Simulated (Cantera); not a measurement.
Mixture: CO : H2 : O2 : N2 = 1 : 0.4 : 1.21 : 4.54 (molar parts), equivalence ratio 0.58, at 1.00 atm, adiabatic and at constant volume. Ignition delay is the time to a rise of 400 K.

Cantera simulation using GRI-Mech 3.0 (53 species, 325 reactions); the numbers are that mechanism's predictions, not measurements. Where the delays flatten at high temperature, the 400 K rule measures the pace of heat release, not the induction time.

### Question
What does this change do: O2 1.21 to 1.5 parts?

### Answer
```json
[
 {"quantity": "delay at 1300 K", "before": "55.6 µs", "after": "52.3 µs"},
 {"quantity": "delay at 1450 K", "before": "42.4 µs", "after": "40.2 µs"},
 {"quantity": "delay at 1600 K", "before": "39.2 µs", "after": "37.2 µs"},
 {"quantity": "delay at 1750 K", "before": "41.7 µs", "after": "39.5 µs"},
 {"quantity": "delay at 1900 K", "before": "48.9 µs", "after": "46.0 µs"}
]
```

### Question
What does this change do: constant pressure in place of constant volume?

### Answer
```csv
quantity,before,after
delay at 1300 K,55.6 µs,67.7 µs
delay at 1450 K,42.4 µs,55.6 µs
delay at 1600 K,39.2 µs,55.1 µs
delay at 1750 K,41.7 µs,62.2 µs
delay at 1900 K,48.9 µs,75.0 µs
```
